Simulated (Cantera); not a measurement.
A Cantera script and what it prints.

```python
import numpy as np
import cantera as ct

gas_names = """
    H HO2 H2 H2O H2O2 O OH O2 O3 Si SiH SiH2 SiH3 SiH4 SiO SiO2 Si2 Si3
""".split()
cond_names = """
    H2O(s) H2O(L) Si(cr) Si(L) SiO2(Lqz) SiO2(hqz) SiO2(L)
""".split()


def load(file, names, dense=False):
    # The tables refer to 1 bar. Condensed volumes are neglected.
    table = {s.name: s for s in ct.Species.list_from_file(file)}
    out = []
    for n in names:
        d = dict(table[n].input_data)
        d["thermo"] = dict(d["thermo"], **{"reference-pressure": 1e5})
        if dense:
            d["equation-of-state"] = {"model": "constant-volume", "density": "1e6 g/cm^3"}
        out.append(ct.Species.from_dict(d))
    return out


gas = ct.Solution(thermo="ideal-gas", species=load("nasa_gas.yaml", gas_names))
cond = {s.name: ct.Solution(thermo="fixed-stoichiometry", species=[s], name=s.name)
        for s in load("nasa_condensed.yaml", cond_names, dense=True)}
atoms = {
    'Si2H6': {'Si': 2, 'H': 6},
    'O2': {'O': 2},
}
top_T = {}  # K; cautious upper limits of use, not melting points


def equilibrate(T, P, feed):
    n = {}
    for name, mol in feed.items():
        for a, k in atoms[name].items():
            n[a] = n.get(a, 0.0) + k * mol
    gas.TPX = T, P, n
    mass = sum(n.values()) * gas.mean_molecular_weight
    gas.equilibrate("TP")
    valid = [c for c in cond.values() if c.min_temp <= T <= top_T.get(c.name, c.max_temp)]
    mix = ct.Mixture([(gas, mass / gas.mean_molecular_weight)] + [(c, 0.0) for c in valid])
    mix.T, mix.P = T, P
    mix.equilibrate("TP", solver="vcs", rtol=1e-11, max_steps=5000)
    return mix


results = []
feed = {'Si2H6': 1, 'O2': 4.7}  # mol
P = 62  # Pa
for T in [723, 823, 923, 1023, 1123, 1223, 1323]:
    mix = equilibrate(T, P, feed)
    results.append((T, P, feed, dict(zip(mix.species_names, mix.species_moles))))
    x = sorted(zip(gas.X, gas.species_names), reverse=True)
    print(f"T = {T:g} K  P = {P:g} Pa  gas = {mix.phase_moles(0):.4g} mol")
    print("   x: " + "  ".join(f"{s} {v:.3e}" for v, s in x if v > 1e-05))
    print("   condensed (mol): " + ("  ".join(f"{mix.phase(i).name} {mix.phase_moles(i):.4g}"
          for i in range(1, mix.n_phases) if mix.phase_moles(i) > 1e-12) or "none"))
```

It prints:

```
T = 723 K  P = 62 Pa  gas = 4.2 mol
   x: H2O 7.143e-01  O2 2.857e-01
   condensed (mol): SiO2(Lqz) 2
T = 823 K  P = 62 Pa  gas = 4.2 mol
   x: H2O 7.143e-01  O2 2.857e-01
   condensed (mol): SiO2(Lqz) 2
T = 923 K  P = 62 Pa  gas = 4.2 mol
   x: H2O 7.143e-01  O2 2.857e-01
   condensed (mol): SiO2(hqz) 2
T = 1023 K  P = 62 Pa  gas = 4.2 mol
   x: H2O 7.143e-01  O2 2.857e-01
   condensed (mol): SiO2(hqz) 2
T = 1123 K  P = 62 Pa  gas = 4.2 mol
   x: H2O 7.143e-01  O2 2.857e-01  OH 1.790e-05
   condensed (mol): SiO2(hqz) 2
T = 1223 K  P = 62 Pa  gas = 4.2 mol
   x: H2O 7.142e-01  O2 2.857e-01  OH 7.440e-05
   condensed (mol): SiO2(hqz) 2
T = 1323 K  P = 62 Pa  gas = 4.2 mol
   x: H2O 7.141e-01  O2 2.856e-01  OH 2.494e-04
   condensed (mol): SiO2(hqz) 2
```

Cantera equilibrium calculation (NASA polynomials, part measured and part estimated; ideal gas, pure solids and liquids). The feed counts by its element totals alone. The tables hold silica as quartz up to 1696 K and as liquid above; real silica turns to tridymite and cristobalite and melts near 1996 K.
